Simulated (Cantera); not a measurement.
A closed system holds: 1 mol BF3, 14 mol NH3, 12 mol H2, at 552 °C and 40000 Pa.

These are equilibrium values from Cantera (NASA tables, ideal gas, pure condensed phases), not measurements of a reactor. Candidate condensed phases: B, BN; 31 gas species. Rates play no part.

Base state: H2 0.802, N2 0.170, BF3 0.0228, HF 0.00468, NH3 0.000277 (mole fractions); condensed: BN(s).

What changes in the equilibrium state with this change: BF3 replaced by B?


```csv
species,before,after
H2,0.802,0.835
N2,0.170,0.164
NH3,0.000277,0.000290
BF3,0.0228,0
HF,0.00468,0
"BN(s), mol",0.0639,1.00
```

What changes in the equilibrium state with this change: NH3 from 14 to 0.13 mol?


| species | before | after |
|---|---|---|
| H2 | 0.802 | 0.918 |
| BF3 | 0.0228 | 0.0741 |
| N2 | 0.170 | 0.00421 |
| NH3 | 0.000277 | 5.34e-5 |
| HF | 0.00468 | 0.00400 |
| BN(s), mol | 0.0639 | 0.0177 |
